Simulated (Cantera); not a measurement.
Charge: 1 mol B2H6, 0.051 mol O2, 28 mol N2, at 9.70 mbar.

These are equilibrium values from Cantera (NASA tables, ideal gas, pure condensed phases), not measurements of a reactor. Candidate condensed phases: B, BN, B2O3, B3O3H3, H2O; 39 gas species. The feed counts by its element totals alone. N2 is the only nitrogen source here; it is nearly inert below about 1500 K, so the nitride shown seldom forms there in practice. Mutual solubility and eutectic melting of coexisting phases are not modelled. The tables' values for BH2 are old estimates; treat these amounts as uncertain. Kinetics and transport are ignored.

log p: log10 of the partial pressure in bar; n: condensed amount in mol.

```json
[
 {"T (K)": "1050", "log p N2": "-2.06", "log p H2": "-3.01", "log p H": "-9.60", "log p BO": "<-14", "log p HBO": "-9.31", "n BN(s)": "1.94", "n B2O3(l)": "0.0318"},
 {"T (K)": "1250", "log p N2": "-2.06", "log p H2": "-3.02", "log p H": "-7.82", "log p BO": "-10.20", "log p HBO": "-6.99", "n BN(s)": "1.94", "n B2O3(l)": "0.0275"},
 {"T (K)": "1450", "log p N2": "-2.06", "log p H2": "-3.02", "log p H": "[?]", "log p BO": "[?]", "log p HBO": "[?]", "n BN(s)": "1.94", "n B2O3(l)": "0"},
 {"T (K)": "1650", "log p N2": "-2.06", "log p H2": "-3.02", "log p H": "[?]", "log p BO": "[?]", "log p HBO": "[?]", "n BN(s)": "1.92", "n B2O3(l)": "0"},
 {"T (K)": "1850", "log p N2": "-2.06", "log p H2": "-3.02", "log p H": "-4.78", "log p BO": "-5.19", "log p HBO": "-4.66", "n BN(s)": "1.90", "n B2O3(l)": "0"},
 {"T (K)": "2050", "log p N2": "-2.06", "log p H2": "-3.04", "log p H": "-4.16", "log p BO": "-4.80", "log p HBO": "-4.81", "n BN(s)": "1.90", "n B2O3(l)": "0"},
 {"T (K)": "2250", "log p N2": "-2.07", "log p H2": "-3.07", "log p H": "-3.67", "log p BO": "-4.62", "log p HBO": "-5.10", "n BN(s)": "1.88", "n B2O3(l)": "0"}
]
```

### Question
What belongs in the gaps?

### Answer

- 1450, log p H: -6.53
- 1450, log p BO: -7.54
- 1450, log p HBO: -5.48
- 1650, log p H: -5.55
- 1650, log p BO: -6.02
- 1650, log p HBO: -4.81
